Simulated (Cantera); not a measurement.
What does this Cantera script print?

```python
import numpy as np
import cantera as ct

gas_names = """
    CL CL2 H HCL H2 N NH NH2 NH3 N2 N2H2 N2H4 Si SiCL SiCL2 SiCL3 SiCL4 SiH SiHCL3 SiH2 SiH2CL2 SiH3
    SiH3CL SiH4 SiN Si2 Si2N Si3
""".split()
cond_names = """
    NH4CL(a) NH4CL(b) Si(cr) Si(L) Si3N4(a)
""".split()


# ... load() reads the species with a 1 bar reference pressure and builds the phases ...
atoms = {
    'Si2Cl6': {'Si': 2, 'CL': 6},
    'N2': {'N': 2},
    'H2': {'H': 2},
}
top_T = {'Si3N4(a)': 2400}  # K; cautious upper limits of use, not melting points


# ... equilibrate(T, P, feed) seeds the gas with the atoms and calls Mixture.equilibrate('TP', solver="vcs", rtol=1e-11, max_steps=5000) ...
results = []
T = 1373.15  # K
P = 133.322  # Pa
for m in [3.3, 4.7, 6.1, 7.4, 8.8, 10, 12, 13, 14, 16, 17, 19]:
    feed = {'Si2Cl6': 1, 'N2': 3.8, 'H2': m}  # mol
    mix = equilibrate(T, P, feed)
    results.append((T, P, feed, dict(zip(mix.species_names, mix.species_moles))))
    x = sorted(zip(gas.X, gas.species_names), reverse=True)
    print(f"T = {T:g} K  P = {P:g} Pa  n(H2) = {m:g} mol  gas = {mix.phase_moles(0):.4g} mol")
    print("   x: " + "  ".join(f"{s} {v:.3e}" for v, s in x if v > 0.001))
    print("   condensed (mol): " + ("  ".join(f"{mix.phase(i).name} {mix.phase_moles(i):.4g}"
          for i in range(1, mix.n_phases) if mix.phase_moles(i) > 1e-12) or "none"))
```

It prints:

```
T = 1373.15 K  P = 133.322 Pa  n(H2) = 3.3 mol  gas = 9.254 mol
   x: HCL 3.710e-01  N2 3.431e-01  H2 1.709e-01  SiCL2 8.269e-02  SiCL3 1.652e-02  SiCL4 1.525e-02
   condensed (mol): Si3N4(a) 0.3122
T = 1373.15 K  P = 133.322 Pa  n(H2) = 4.7 mol  gas = 10.6 mol
   x: HCL 3.746e-01  N2 2.874e-01  H2 2.557e-01  SiCL2 6.341e-02  SiCL3 1.046e-02  SiCL4 7.971e-03
   condensed (mol): Si3N4(a) 0.3762
T = 1373.15 K  P = 133.322 Pa  n(H2) = 6.1 mol  gas = 11.96 mol
   x: HCL 3.606e-01  H2 3.294e-01  N2 2.477e-01  SiCL2 5.036e-02  SiCL3 7.043e-03  SiCL4 4.553e-03
   condensed (mol): Si3N4(a) 0.4185
T = 1373.15 K  P = 133.322 Pa  n(H2) = 7.4 mol  gas = 13.23 mol
   x: H2 3.879e-01  HCL 3.424e-01  N2 2.197e-01  SiCL2 4.175e-02  SiCL3 5.108e-03  SiCL4 2.889e-03
   condensed (mol): Si3N4(a) 0.4463
T = 1373.15 K  P = 133.322 Pa  n(H2) = 8.8 mol  gas = 14.61 mol
   x: H2 4.415e-01  HCL 3.216e-01  N2 1.960e-01  SiCL2 3.492e-02  SiCL3 3.762e-03  SiCL4 1.874e-03
   condensed (mol): Si3N4(a) 0.4684
T = 1373.15 K  P = 133.322 Pa  n(H2) = 10 mol  gas = 15.79 mol
   x: H2 4.811e-01  HCL 3.044e-01  N2 1.795e-01  SiCL2 3.045e-02  SiCL3 2.974e-03  SiCL4 1.343e-03
   condensed (mol): Si3N4(a) 0.483
T = 1373.15 K  P = 133.322 Pa  n(H2) = 12 mol  gas = 17.76 mol
   x: H2 5.364e-01  HCL 2.781e-01  N2 1.575e-01  SiCL2 2.488e-02  SiCL3 2.102e-03
   condensed (mol): Si3N4(a) 0.5015
T = 1373.15 K  P = 133.322 Pa  n(H2) = 13 mol  gas = 18.75 mol
   x: H2 5.601e-01  HCL 2.662e-01  N2 1.484e-01  SiCL2 2.271e-02  SiCL3 1.798e-03
   condensed (mol): Si3N4(a) 0.5088
T = 1373.15 K  P = 133.322 Pa  n(H2) = 14 mol  gas = 19.74 mol
   x: H2 5.815e-01  HCL 2.551e-01  N2 1.403e-01  SiCL2 2.086e-02  SiCL3 1.553e-03
   condensed (mol): Si3N4(a) 0.5151
T = 1373.15 K  P = 133.322 Pa  n(H2) = 16 mol  gas = 21.73 mol
   x: H2 6.187e-01  HCL 2.352e-01  N2 1.265e-01  SiCL2 1.785e-02  SiCL3 1.188e-03
   condensed (mol): Si3N4(a) 0.5257
T = 1373.15 K  P = 133.322 Pa  n(H2) = 17 mol  gas = 22.72 mol
   x: H2 6.350e-01  HCL 2.263e-01  N2 1.206e-01  SiCL2 1.662e-02  SiCL3 1.050e-03
   condensed (mol): Si3N4(a) 0.5301
T = 1373.15 K  P = 133.322 Pa  n(H2) = 19 mol  gas = 24.71 mol
   x: H2 6.638e-01  HCL 2.102e-01  N2 1.103e-01  SiCL2 1.456e-02
   condensed (mol): Si3N4(a) 0.5377
```

Method: chemical equilibrium by Gibbs-energy minimisation in Cantera with the NASA 1993 tables (ideal gas, pure condensed phases). The feed counts by its element totals alone. N2 is the only nitrogen source here; it is nearly inert below about 1500 K, so the nitride shown seldom forms there in practice. The tables' values for SiCl3 are old estimates; treat these amounts as uncertain.
